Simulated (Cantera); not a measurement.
A perfectly stirred reactor is fed with 4.66 % CH₄, 0.372 % CO, 7.91 % O₂, 87.1 % N₂, equivalence ratio 1.2, at 1.90 bar; it is adiabatic with a 723 K inlet, and is followed from long to short residence time, starting on the burning branch (τ in s: 0.23, 0.095, 0.04, 0.017, 0.007, 0.0029, 0.0012, 0.00052, 0.00022, 9.1e-05, 3.8e-05).

Computed with Cantera and GRI-Mech 3.0 (53 species, 325 reactions).

### Question
Predict: blow-out, bracketed by the residence times tried; x(CH₄) at τ = 0.230 s; x(CO) at τ = 0.230 s; x(O₂) at τ = 0.230 s; x(N₂O) at τ = 0.230 s; x(H₂O₂) at τ = 0.230 s; x(CH₄) at τ = 2.90 ms; x(CO) at τ = 2.90 ms; x(O₂) at τ = 2.90 ms.

### Answer
- blow-out, bracketed by the residence times tried: burning at 17.0 ms, out at 7.00 ms
- x(CH₄) at τ = 0.230 s: 0.00135
- x(CO) at τ = 0.230 s: 0.0151
- x(O₂) at τ = 0.230 s: 0.00109
- x(N₂O) at τ = 0.230 s: 6.68e-9
- x(H₂O₂) at τ = 0.230 s: 5.06e-9
- x(CH₄) at τ = 2.90 ms: 0.0466
- x(CO) at τ = 2.90 ms: 0.00372
- x(O₂) at τ = 2.90 ms: 0.0791
